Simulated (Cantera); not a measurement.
# Equilibrium for iron carbonyl, mercury and lead vapours: PbO + CO + H2

Input: 1 mol PbO, a varied amount of CO, 0.29 mol H2, held at 67.0 mbar.

Cantera equilibrium calculation (NASA polynomials, part measured and part estimated; ideal gas, pure solids and liquids). Candidate condensed phases: C, C6H6, C7H8, C8H18, H2O, Pb, PbO, PbO2, Pb3O4; 113 gas species. Kinetics and transport are ignored.

Stable condensed phases:

```
T in K \ n(CO) in mol
         0.73  1.2  1.8  2.3  2.8  3.3  3.8  4.3  4.9  5.4  5.9  6.4  6.9
   1648     A    A    A    A    A    A    A    A    A    A    A    A    A
   1598     A    A    A    A    A    A    A    A    A    A    A    A    A
   1548     A    A    A    A    A    A    A    A    A    A    A    A    A
   1498     B    B    A    A    A    A    A    A    A    A    A    A    A
   1448     B    B    B    B    B    A    A    A    A    A    A    A    A
   1398     B    B    B    B    B    B    B    B    B    B    B    B    A
   1348     B    B    B    B    B    B    B    B    B    B    B    B    B
   1298     B    B    B    B    B    B    B    B    B    B    B    B    B
   1248     B    B    B    B    B    B    B    B    B    B    B    B    B
   1198     B    B    B    B    B    B    B    B    B    B    B    B    B
   1148     B    B    B    B    B    B    B    B    B    B    B    B    B
   1098     B    B    B    B    B    B    B    B    B    B    B    B    B
```

A: gas only; B: Pb.
